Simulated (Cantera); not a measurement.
Input (Python, Cantera):

```python
import numpy as np
import cantera as ct

surf = ct.Interface("ptcombust.yaml", "Pt_surf")
gas = surf.adjacent["gas"]
gas.TPX = 300, 9700, {'H2': 0.039, 'O2': 0.1, 'N2': 0.79}
jet = ct.ImpingingJet(gas=gas, width=0.075, surface=surf)
jet.inlet.mdot, jet.inlet.T, jet.inlet.X = 0.16, 300, {'H2': 0.039, 'O2': 0.1, 'N2': 0.79}
jet.set_refine_criteria(ratio=10, slope=0.2, curve=0.3)
show, cover = ['H2', 'O2', 'H2O', 'OH'], ["PT(S)", "H(S)", "O(S)", "OH(S)", "CO(S)", "C(S)"]

rows = []
print(f"{'Ts/K':>7s}" + "".join(f"{s:>11s}" for s in show + cover) + "   (gas at the wall, coverages)")
for i, Ts in enumerate([700, 750, 800, 850, 900, 950]):
    jet.surface.T = Ts
    if i == 0:
        surf.TP = Ts, 9700
        surf.coverages = "PT(S):0.5, O(S):0.5"
        surf.advance_coverages(1.0)
        jet.set_initial_guess(products="inlet")
    jet.solve(loglevel=0, auto=(i == 0))
    rows.append([*(jet.X[gas.species_index(s), -1] for s in show), *surf[cover].coverages])
    print(f"{Ts:7g}" + "".join(f"{x:11.3e}" for x in rows[-1]))
```

Output:

```
   Ts/K         H2         O2        H2O         OH      PT(S)       H(S)       O(S)      OH(S)      CO(S)       C(S)   (gas at the wall, coverages)
    700  3.337e-03  6.605e-02  7.468e-02  1.393e-10  9.385e-02  9.795e-09  9.013e-01  4.879e-03  2.105e-22  1.540e-25
    750  3.113e-03  6.596e-02  7.464e-02  8.991e-10  1.049e-01  1.765e-08  8.913e-01  3.728e-03  1.323e-18  1.905e-26
    800  2.609e-03  6.556e-02  7.520e-02  4.316e-09  1.311e-01  3.666e-08  8.658e-01  3.099e-03  1.615e-19  2.142e-23
    850  2.041e-03  6.508e-02  7.591e-02  1.635e-08  1.752e-01  8.264e-08  8.221e-01  2.722e-03  1.065e-17  4.062e-25
    900  1.607e-03  6.473e-02  7.640e-02  5.183e-08  2.317e-01  1.790e-07  7.659e-01  2.417e-03  3.639e-19  1.246e-24
    950  1.307e-03  6.450e-02  7.668e-02  1.428e-07  2.958e-01  3.601e-07  7.021e-01  2.137e-03  8.023e-19  4.482e-26
```

Computed with Cantera and Deutschmann's 1995 Pt surface mechanism with GRI-Mech 3.0 gas chemistry. Catalytic surfaces can have several steady states; this one follows from the mechanism file's or the stated starting coverage.
